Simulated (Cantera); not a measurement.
A Cantera script and its output.

```python
import numpy as np
import cantera as ct

gas = ct.Solution("h2o2.yaml")
gas.TPX = 1000, 13332, {'H2': 0.38, 'O2': 1, 'N2': 3.3}
inlet = ct.Reservoir(gas, clone=True)

reactor = ct.IdealGasConstPressureReactor(gas, energy="off", clone=False)
exhaust = ct.Reservoir(gas, clone=True)
tau = [0.44, 0.18, 0.071, 0.029, 0.012, 0.0047, 0.0019, 0.00077, 0.00031, 0.00013][0]
for a, b in ((inlet, reactor), (reactor, exhaust)):
    ct.MassFlowController(a, b, mdot=lambda t: reactor.mass / tau)
net = ct.ReactorNet([reactor])
show = ['H2', 'O2', 'H', 'HO2', 'H2O2']

rows = []
print(f"{'tau/s':>10s}{'T/K':>9s}" + "".join(f"{s:>11s}" for s in show))
for tau in [0.44, 0.18, 0.071, 0.029, 0.012, 0.0047, 0.0019, 0.00077, 0.00031, 0.00013]:
    net.initial_time = 0.0
    net.advance(30 * tau)
    before = gas.X
    net.advance(40 * tau)
    drift = np.max(np.abs(gas.X - before) / (gas.X + 1e-9))
    rows.append([gas.T, *gas[show].X, drift])
    print(f"{tau:10.3e}{gas.T:9.1f}" + "".join(f"{x:11.3e}" for x in gas[show].X))
```

It prints:

```
     tau/s      T/K         H2         O2          H        HO2       H2O2
 4.400e-01   1000.0  7.939e-04  1.806e-01  2.185e-05  9.403e-06  7.447e-07
 1.800e-01   1000.0  1.316e-03  1.808e-01  5.308e-05  1.229e-05  8.897e-07
 7.100e-02   1000.0  2.189e-03  1.810e-01  1.330e-04  1.544e-05  1.037e-06
 2.900e-02   1000.0  3.526e-03  1.814e-01  3.192e-04  1.833e-05  1.176e-06
 1.200e-02   1000.0  5.592e-03  1.821e-01  7.455e-04  2.074e-05  1.305e-06
 4.700e-03   1000.0  9.074e-03  1.832e-01  1.779e-03  2.258e-05  1.405e-06
 1.900e-03   1000.0  1.443e-02  1.851e-01  3.878e-03  2.344e-05  1.425e-06
 7.700e-04   1000.0  2.290e-02  1.883e-01  7.429e-03  2.323e-05  1.335e-06
 3.100e-04   1000.0  3.656e-02  1.939e-01  1.091e-02  2.185e-05  1.110e-06
 1.300e-04   1000.0  5.731e-02  2.028e-01  8.855e-03  1.943e-05  6.816e-07
```

Cantera simulation using the H2/O2 subset of GRI-Mech 3.0, which has no nitrogen chemistry; the numbers are that mechanism's predictions, not measurements. Radical loss at walls, strong at low pressure, is not modelled. The temperature is held fixed by assumption; the heat of reaction is taken as removed at once.
